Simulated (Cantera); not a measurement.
## Premixed flame

A freely propagating, adiabatic, planar premixed flame of 8.90 % CH4, 19.1 % O2, 72.0 % N2, equivalence ratio 0.93, unburnt at 300 K and 2.00 bar; mixture-averaged transport, grid criteria slope 0.08 and curve 0.16, no radiation.

Model: GRI-Mech 3.0 (53 species, 325 reactions), integrated in Cantera. Burning velocities carry a grid error of a few per cent, more on coarse grids.

```csv
z (mm),T (K),u (m/s),x CH4,x O2,x C2H2,x CH3,x HCO,x O
-0.852,300,0.274,0.0889,0.191,<1e-8,<1e-8,<1e-8,<1e-8
-0.568,302,0.275,0.0887,0.191,<1e-8,<1e-8,<1e-8,<1e-8
-0.426,309,0.283,0.0881,0.190,8.20e-8,2.15e-8,<1e-8,<1e-8
-0.284,385,0.354,0.0836,0.185,1.34e-6,3.39e-7,<1e-8,<1e-8
-0.142,856,0.796,0.0568,0.147,1.72e-5,7.65e-5,9.51e-8,1.47e-6
-0.0710,1295,1.21,0.0304,0.104,4.24e-5,0.000758,4.14e-6,4.28e-5
0,1704,1.60,0.00601,0.0575,7.06e-5,0.00112,2.40e-5,0.000557
0.0710,1865,1.74,0.000224,0.0340,6.10e-6,7.35e-5,4.73e-6,0.00197
0.142,1927,1.79,4.42e-6,0.0273,8.63e-8,1.68e-6,1.62e-7,0.00225
0.284,2000,1.85,<1e-8,0.0230,<1e-8,<1e-8,1.72e-8,0.00177
0.568,2072,1.91,<1e-8,0.0198,<1e-8,<1e-8,<1e-8,0.00108
1.14,2129,1.95,<1e-8,0.0172,<1e-8,<1e-8,<1e-8,0.000582
2.27,2163,1.98,<1e-8,0.0156,<1e-8,<1e-8,<1e-8,0.000322
```
x: mole fraction of selected species; z is measured from the peak of heat release.

```json
{
  "laminar_burning_velocity": "27.4 cm/s",
  "thermal_thickness": "0.284 mm",
  "peak x(C2H2)": "7.39e-5",
  "peak x(CH3)": "0.00139",
  "peak x(HCO)": "2.42e-5",
  "peak x(O)": "0.00227"
}
```
